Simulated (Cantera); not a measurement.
## Hydrocarbon pyrolysis for carbon deposition

An isothermal, constant-pressure homogeneous reactor starts with C2H4 : H2 = 1 : 91 (molar parts), at 1173 K and 1.00 atm.

Cantera simulation using GRI-Mech 3.0 (53 species, 325 reactions); the numbers are that mechanism's predictions, not measurements. GRI-Mech 3.0 was tuned for natural gas; its chemistry of ethylene as a main component is partial and can be far from experiment. GRI-Mech 3.0 stops at C3 and has no aromatics, soot or wall deposition, so with more carbon than oxygen in the feed, carbon stays in small species such as C2H2 where larger ones or solid carbon would form.

```json
[
 {"t (s)": "1.00e-5", "x C2H4": "0.0109", "x H2": "0.989", "x C2H6": "<1e-12", "x H": "3.12e-12", "x CH2": "<1e-12"},
 {"t (s)": "5.37e-5", "x C2H4": "0.0109", "x H2": "0.989", "x C2H6": "1.97e-11", "x H": "1.81e-11", "x CH2": "<1e-12"},
 {"t (s)": "0.000289", "x C2H4": "0.0109", "x H2": "0.989", "x C2H6": "5.36e-10", "x H": "9.88e-11", "x CH2": "<1e-12"},
 {"t (s)": "0.00155", "x C2H4": "0.0109", "x H2": "0.989", "x C2H6": "1.52e-8", "x H": "5.38e-10", "x CH2": "<1e-12"},
 {"t (s)": "0.00833", "x C2H4": "0.0109", "x H2": "0.989", "x C2H6": "5.08e-7", "x H": "3.88e-9", "x CH2": "<1e-12"},
 {"t (s)": "0.0447", "x C2H4": "0.0106", "x H2": "0.989", "x C2H6": "0.000239", "x H": "8.25e-7", "x CH2": "<1e-12"},
 {"t (s)": "0.240", "x C2H4": "0.00762", "x H2": "0.988", "x C2H6": "0.00154", "x H": "2.24e-6", "x CH2": "<1e-12"},
 {"t (s)": "1.29", "x C2H4": "0.00400", "x H2": "0.983", "x C2H6": "0.000807", "x H": "1.72e-6", "x CH2": "<1e-12"},
 {"t (s)": "6.93", "x C2H4": "0.000858", "x H2": "0.979", "x C2H6": "0.000172", "x H": "8.41e-7", "x CH2": "<1e-12"},
 {"t (s)": "37.2", "x C2H4": "4.05e-5", "x H2": "0.978", "x C2H6": "7.55e-6", "x H": "2.09e-7", "x CH2": "<1e-12"},
 {"t (s)": "200", "x C2H4": "1.53e-6", "x H2": "0.978", "x C2H6": "3.21e-7", "x H": "1.17e-7", "x CH2": "<1e-12"}
]
```
x: mole fraction; the columns are a selection and need not sum to one.

Equilibrium at this temperature and pressure: C2H4 1.53e-6, H2 0.978, C2H6 3.21e-7, H 1.17e-7, CH2 <1e-12 (gas phase only).
